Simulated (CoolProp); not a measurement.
Propyne along the isobar 318 bar: density (kg/m³) from the reference equation and from simpler models built on Tc = 402.7 K, pc = 56.58 bar, ω = 0.204; each cubic takes its own stable root.

The numbers come from the reference Helmholtz-energy equation of state, Polt 1992 in CoolProp. This equation is an older, rougher fit; its heat capacities, sound speeds and derivatives of the liquid may be far off and weren't checked against measurements.

```json
[
 {"T (K)": "336.4", "phase": "liquid", "reference": "604.5", "Redlich-Kwong": "558.7", "Soave-Redlich-Kwong": "566.5", "Peng-Robinson": "635.0"},
 {"T (K)": "343.8", "phase": "liquid", "reference": "595.7", "Redlich-Kwong": "551.2", "Soave-Redlich-Kwong": "558.5", "Peng-Robinson": "625.8"},
 {"T (K)": "351.2", "phase": "liquid", "reference": "586.9", "Redlich-Kwong": "543.7", "Soave-Redlich-Kwong": "550.3", "Peng-Robinson": "616.3"},
 {"T (K)": "358.6", "phase": "liquid", "reference": "578.0", "Redlich-Kwong": "536.1", "Soave-Redlich-Kwong": "542.0", "Peng-Robinson": "606.7"},
 {"T (K)": "366", "phase": "liquid", "reference": "569.0", "Redlich-Kwong": "528.4", "Soave-Redlich-Kwong": "533.5", "Peng-Robinson": "596.8"},
 {"T (K)": "373.4", "phase": "liquid", "reference": "559.9", "Redlich-Kwong": "520.7", "Soave-Redlich-Kwong": "524.9", "Peng-Robinson": "586.7"},
 {"T (K)": "380.8", "phase": "liquid", "reference": "550.8", "Redlich-Kwong": "512.9", "Soave-Redlich-Kwong": "516.2", "Peng-Robinson": "576.5"},
 {"T (K)": "388.2", "phase": "liquid", "reference": "541.5", "Redlich-Kwong": "505.0", "Soave-Redlich-Kwong": "507.3", "Peng-Robinson": "566.0"},
 {"T (K)": "395.6", "phase": "liquid", "reference": "532.3", "Redlich-Kwong": "497.1", "Soave-Redlich-Kwong": "498.3", "Peng-Robinson": "555.4"},
 {"T (K)": "403", "phase": "supercritical", "reference": "522.9", "Redlich-Kwong": "489.2", "Soave-Redlich-Kwong": "489.1", "Peng-Robinson": "544.6"},
 {"T (K)": "410.4", "phase": "supercritical", "reference": "513.5", "Redlich-Kwong": "481.2", "Soave-Redlich-Kwong": "479.9", "Peng-Robinson": "533.7"},
 {"T (K)": "417.8", "phase": "supercritical", "reference": "504.0", "Redlich-Kwong": "473.2", "Soave-Redlich-Kwong": "470.6", "Peng-Robinson": "522.6"}
]
```
